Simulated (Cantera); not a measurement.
An isothermal, constant-pressure homogeneous reactor starts with 1.52 % CO, 0.675 % O₂, 1.24 % H₂O, 95.0 % N₂, 1.52 % CH₄, at 1400 K and 1.80 bar.

Detailed kinetics in Cantera: GRI-Mech 3.0 (53 species, 325 reactions).

### Question
Predict: x(CO) at 200 s; x(H₂O) at 200 s; x(H₂) at 200 s; x(H) at 200 s; x(OH) at 200 s.

### Answer
```json
{
  "x(CO) at 200 s": "0.0197 (gas-phase equilibrium 0.0269)",
  "x(H₂O) at 200 s": "0.0120 (gas-phase equilibrium 0.00763)",
  "x(H₂) at 200 s": "0.0250 (gas-phase equilibrium 0.0342)",
  "x(H) at 200 s": "5.79e-7 (gas-phase equilibrium 6.75e-7)",
  "x(OH) at 200 s": "5.50e-9 (gas-phase equilibrium 2.99e-9)"
}
```
